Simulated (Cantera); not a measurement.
A closed system holds: 1 mol Si2Cl6, 3.7 mol NH3, 1.8 mol N2.

Cantera equilibrium calculation (NASA polynomials, part measured and part estimated; ideal gas, pure solids and liquids). Candidate condensed phases: NH4Cl, Si, Si3N4; 28 gas species. The feed counts by its element totals alone. The tables' values for SiCl3 are old estimates. Kinetics and transport are ignored.

Stable condensed phases, one row left out:

```
T in °C \ P in Pa
              5     17     59    210    710   2400   8400  29000 100000
   1800       A      A      A      A      A      A      A      B      B
   1700       A      A      A      A      A      A      A      A      C
   1600       A      A      A      A      A      A      A      C      C
   1500       A      A      A      A      A      A      C      C      C
   1400       A      A      A      A      C      C      C      C      C
   1300       A      A      A      C      C      C      C      C      C
   1200       A      C      C      C      C      C      C      C      C
   1000       C      C      C      C      C      C      C      C      C
    900       C      C      C      C      C      C      C      C      C
```

A: gas only; B: Si; C: Si3N4.

Q: Give the row for 1100 °C.

A: 5: Si3N4; 17: Si3N4; 59: Si3N4; 210: Si3N4; 710: Si3N4; 2400: Si3N4; 8400: Si3N4; 29000: Si3N4; 100000: Si3N4.
